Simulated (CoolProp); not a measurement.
Vapour-liquid equilibrium of isopentane (1) + R365MFC (2) at 3.7 bar; x and y are mole fractions of (1).

Computed with CoolProp (multi-fluid Helmholtz-energy mixture model, Lemmon 2006 and Lemmon 2016; pair parameters Bell 2016).

| x | bubble temperature, mixture model (°C) | bubble temperature, Raoult's law (°C) | y, mixture model | y, Raoult's law |
|---|---|---|---|---|
| 0.05 | 77.6 | 81.3 | ? | 0.064 |
| 0.125 | ? | 80.5 | 0.291 | 0.156 |
| 0.2 | ? | 79.7 | 0.391 | 0.246 |
| 0.275 | 67.3 | 78.9 | 0.460 | 0.331 |
| 0.35 | 65.9 | 78.1 | 0.511 | 0.413 |
| 0.425 | 65.0 | 77.3 | 0.550 | 0.492 |
| 0.5 | 64.4 | 76.5 | 0.582 | 0.568 |
| 0.575 | ? | 75.8 | 0.612 | 0.641 |
| 0.65 | 64.0 | 75.0 | 0.643 | 0.710 |
| 0.725 | 64.2 | 74.2 | 0.678 | 0.777 |
| 0.8 | 64.8 | 73.5 | 0.724 | 0.841 |
| 0.875 | 66.1 | 72.7 | 0.790 | 0.903 |
| 0.95 | 68.6 | 72.0 | 0.893 | 0.962 |

Task: What belongs in the gaps?

Result: 
- 0.05, y, mixture model: 0.141
- 0.125, bubble temperature, mixture model (°C): 72.8
- 0.2, bubble temperature, mixture model (°C): 69.5
- 0.575, bubble temperature, mixture model (°C): 64.1

The largest gap from Raoult's law is -12.3 K in bubble temperature, at x = 0.425. y crosses x between x = 0.575 and 0.65: the model has an azeotrope there.

Pair parameters are fitted to limited data, so mixtures are less certain than the pure fluids.
